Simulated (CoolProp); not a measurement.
Properties of CH3F (R41) along the isotherm -38.15 °C (Tc = 44.1 °C, pc = 5.906 MPa, ω = 0.200).

Model: reference Helmholtz-energy equation of state, Lemmon 2006, in CoolProp. It is a short technical equation, of lower accuracy than the large ones.

| p (MPa) | phase | cv (kJ/(kg K)) | isothermal compressibility (1/MPa) | fugacity coefficient |
|---|---|---|---|---|
| 0.00934 | gas | (withheld) | 107.3 | 0.9982 |
| 0.0145 | gas | 0.7814 | 69.15 | 0.9973 |
| 0.0226 | gas | 0.7842 | 44.44 | 0.9958 |
| 0.0353 | gas | 0.7886 | 28.52 | 0.9934 |
| 0.0549 | gas | 0.7955 | 18.41 | 0.9897 |
| 0.0855 | gas | (withheld) | 11.89 | 0.9839 |
| 0.133 | gas | 0.8237 | (withheld) | 0.9750 |
| 0.207 | gas | (withheld) | 5.041 | 0.9612 |
| 0.323 | gas | 0.8995 | 3.322 | 0.9395 |
| 0.502 | gas | 0.9820 | (withheld) | 0.9060 |
| 0.782 | liquid | 1.215 | 0.003169 | 0.6984 |
| 1.22 | liquid | 1.215 | 0.003125 | 0.4520 |
| 1.9 | liquid | 1.214 | (withheld) | 0.2946 |
| 2.95 | liquid | 1.214 | 0.002962 | 0.1942 |

**Question.** Complete the blanks.

**Answer.** 
- 0.00934, cv (kJ/(kg K)): 0.7797
- 0.0855, cv (kJ/(kg K)): 0.8064
- 0.133, isothermal compressibility (1/MPa): 7.721
- 0.207, cv (kJ/(kg K)): 0.8520
- 0.502, isothermal compressibility (1/MPa): 2.248
- 1.9, isothermal compressibility (1/MPa): 0.003058
